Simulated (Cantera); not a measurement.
## Equilibrium for sublimation and decomposition of ceramics: Si3N4 + C + N2

Input: 1 mol Si3N4, 0.43 mol C, 0.94 mol N2, equilibrated at 1.70 bar.

Cantera equilibrium calculation (NASA polynomials, part measured and part estimated; ideal gas, pure solids and liquids). Candidate condensed phases: C, Si, SiC, Si3N4; 20 gas species. Mutual solubility and eutectic melting of coexisting phases are not modelled. The tables' values for SiN are old estimates; treat these amounts as uncertain. The numbers say what is thermodynamically allowed, not how fast it happens.

From 1775 °C to 1875 °C the condensed part is SiC(s) + Si3N4(s). From 1975 °C to 2775 °C the condensed part is Si(l) + SiC(s). The main Si-bearing gas is Si throughout.

```
T (°C)   x N2      x Si    x Si2C    x SiC2     x SiN     x Si2    x Si2N      x CN  n SiC(s)  n Si3N4(s)  n Si(l)
------  -----  --------  --------  --------  --------  --------  --------  --------  --------  ----------  -------
1775    1.000   1.41e-5   4.71e-7   3.07e-8   4.28e-6   5.20e-8   1.71e-6   1.64e-7     0.430       0.857        0
1875    1.000   9.07e-5   4.43e-6   1.20e-7   2.22e-5   9.18e-7   1.79e-5   3.40e-7     0.430       0.857        0
1975    0.999  0.000342   2.36e-5   6.02e-7   6.86e-5   6.00e-6   7.30e-5   9.51e-7     0.430           0     2.57
2075    0.999  0.000831   7.81e-5   3.62e-6  0.000139   1.74e-5  0.000137   3.37e-6     0.430           0     2.57
2175    0.997   0.00188  0.000234   1.87e-5  0.000267   4.63e-5  0.000245   1.07e-5     0.429           0     2.56
2275    0.994   0.00397  0.000641   8.45e-5  0.000484  0.000114  0.000416   3.12e-5     0.427           0     2.55
2375    0.988   0.00794   0.00162  0.000340  0.000839  0.000260  0.000677   8.34e-5     0.423           0     2.53
2475    0.977    0.0151   0.00383   0.00123   0.00139  0.000559   0.00106  0.000207     0.410           0     2.50
2575    0.954    0.0273   0.00847   0.00406   0.00222   0.00114   0.00159  0.000477     0.377           0     2.45
2675    0.913    0.0475    0.0177    0.0123   0.00338   0.00220   0.00229   0.00103     0.289           0     2.36
2775    0.835    0.0798    0.0353    0.0347   0.00489   0.00407   0.00315   0.00206    0.0511           0     2.23
```
x: gas mole fraction; n: condensed amount in mol.
